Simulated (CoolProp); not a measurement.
Vapour-liquid equilibrium of n-octane (1) + p-xylene (2) at 0.12 MPa; x and y are mole fractions of (1).

Computed with CoolProp (multi-fluid Helmholtz-energy mixture model, Beckmüller 2019 and Zhou 2012; pair parameters Bell 2016).

```csv
x,"bubble temperature, mixture model (°C)","bubble temperature, Raoult's law (°C)","y, mixture model","y, Raoult's law"
0.05,143.4,144.0,?,0.068
0.2,140.1,141.8,0.279,0.259
0.35,137.7,139.7,0.438,0.430
0.5,135.8,137.8,?,0.584
0.65,134.3,135.9,?,0.723
0.8,133.1,134.1,0.830,0.849
0.95,132.1,132.4,0.957,0.964
```

**Question.** Some entries are withheld; supply them.

**Answer.** 
- 0.05, y, mixture model: 0.081
- 0.5, y, mixture model: 0.576
- 0.65, y, mixture model: 0.704

The largest gap from Raoult's law is -2.0 K in bubble temperature, at x = 0.35. No azeotrope shows between x = 0.05 and 0.95.

Pair parameters are fitted to limited data, so mixtures are less certain than the pure fluids.
